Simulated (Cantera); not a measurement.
A perfectly stirred reactor is fed with C₃H₈ : O₂ : N₂ : H₂O = 1 : 12.5 : 47 : 6.6 (molar parts), at 6900 Torr; it is adiabatic with a 698 K inlet, and is followed from long to short residence time, starting on the burning branch (τ in s: 0.094, 0.038, 0.016, 0.0063, 0.0026, 0.001, 0.00043, 0.00017, 7.1e-05, 2.9e-05).

Detailed kinetics in Cantera: GRI-Mech 3.0 (53 species, 325 reactions). GRI-Mech 3.0 was tuned for natural gas; its chemistry of propane as a main component is partial and can be far from experiment.

What does this change do: pressure from 6900 Torr to 1880 Torr?


| quantity | before | after |
|---|---|---|
| blow-out, bracketed by the residence times tried | burning at 2.60 ms, out at 1.00 ms | burning at 1.00 ms, out at 0.430 ms |
| x(C₃H₈) at τ = 94.0 ms | 1.42e-6 | 1.86e-6 |
| x(O₂) at τ = 94.0 ms | 0.110 | 0.110 |
| x(H₂O) at τ = 94.0 ms | 0.156 | 0.155 |
| x(CH₂) at τ = 94.0 ms | 9.50e-10 | 4.34e-9 |
| x(OH) at τ = 94.0 ms | 0.000106 | 0.000287 |
| x(C₃H₈) at τ = 1.00 ms | 0.0149 | 5.92e-5 |
| x(O₂) at τ = 1.00 ms | 0.186 | 0.114 |
| x(H₂O) at τ = 1.00 ms | 0.0984 | 0.153 |
| x(CH₂) at τ = 1.00 ms | <1e-12 | 2.81e-7 |
| x(OH) at τ = 1.00 ms | <1e-12 | 0.000704 |

What does this change do: inlet temperature 698 to 498 K?


```csv
quantity,before,after
"blow-out, bracketed by the residence times tried","burning at 2.60 ms, out at 1.00 ms","burning at 16.0 ms, out at 6.30 ms"
x(C₃H₈) at τ = 94.0 ms,1.42e-6,1.34e-5
x(O₂) at τ = 94.0 ms,0.110,0.111
x(H₂O) at τ = 94.0 ms,0.156,0.155
x(CH₂) at τ = 94.0 ms,9.50e-10,3.99e-10
x(OH) at τ = 94.0 ms,0.000106,1.35e-5
x(C₃H₈) at τ = 1.00 ms,0.0149,0.0149
x(O₂) at τ = 1.00 ms,0.186,0.186
x(H₂O) at τ = 1.00 ms,0.0984,0.0984
x(CH₂) at τ = 1.00 ms,<1e-12,<1e-12
x(OH) at τ = 1.00 ms,<1e-12,<1e-12
```
